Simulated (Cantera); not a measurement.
Input: 1 mol C₂F₆, 0.0071 mol CH₄, 12 mol H₂, equilibrated at 2873 K and 52.0 Pa.

These are equilibrium values from Cantera (NASA tables, ideal gas, pure condensed phases), not measurements of a reactor. The feed counts by its element totals alone. Rates play no part.

```json
[
 {"species": "H₂", "before": "0.0231", "after": "0.517"},
 {"species": "HF", "before": "0.207", "after": "0.384"},
 {"species": "H", "before": "0.701", "after": "0.0756"},
 {"species": "C", "before": "0.0138", "after": "1.43e-5"},
 {"species": "C₃", "before": "0.0182", "after": "7.57e-5"},
 {"species": "F", "before": "0.0305", "after": "0.000273"},
 {"species": "C₂H₂ (acetylene)", "before": "0.000245", "after": "0.0219"},
 {"species": "CH₄", "before": "<1e-9", "after": "2.40e-5"},
 {"species": "CH₃", "before": "6.21e-9", "after": "5.75e-5"},
 {"species": "C₂", "before": "0.00360", "after": "7.50e-6"},
 {"species": "C₄H₂", "before": "1.08e-6", "after": "0.000386"},
 {"species": "C₄", "before": "2.10e-5", "after": "1.75e-7"},
 {"species": "C₂H₂ (vinylidene)", "before": "5.68e-7", "after": "5.08e-5"},
 {"species": "C(graphite), mol", "before": "0", "after": "1.28"}
]
```
Gas species are given as mole fractions.

Q: What was changed between the two runs?
A) temperature from 2873 K to 1823.15 K
B) pressure from 52.0 Pa to 100000 Pa
C) temperature from 2873 K to 2975 K
D) temperature from 2873 K to 698.15 K

A: B, pressure from 52.0 Pa to 100000 Pa
